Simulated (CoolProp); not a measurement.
A single-stage vapour-compression cycle with the fluid: evaporating at 293.15 K (dew point), condensing at 363.15 K (bubble point), superheat 8 K, subcooling 0 K, compressor efficiency 0.8, no pressure losses. The same conditions are run with several fluids, on thermodynamics alone (safety and materials aside).

Values from CoolProp's reference Helmholtz-energy equation of state of each fluid (tetrahydrofuran: Fiedler 2023; carbonyl sulfide: Lemmon 2006; propyne: Polt 1992; R141b: Lemmon 2006; R134a: Tillner-Roth 1994; isobutene: Lemmon 2005). The equations of Platzer and Polt are older, rougher fits.

| fluid | cooling COP | pressure ratio | discharge temperature (K) | refrigerating effect (kJ/kg) | volumetric capacity (kJ/m³) |
|---|---|---|---|---|---|
| tetrahydrofuran | 2.73 | 12.0 | 398.7 | 329 | 165 |
| carbonyl sulfide | 1.97 | 4.31 | 429.0 | 145 | 4540 |
| propyne | 2.29 | 5.47 | 400.0 | 294 | 2600 |
| R141b | 2.54 | 8.28 | 382.1 | 150 | 469 |
| R134a | 1.63 | 5.67 | 383.2 | 74.7 | 1980 |
| isobutene | 2.15 | 5.76 | 372.6 | 197 | 1240 |
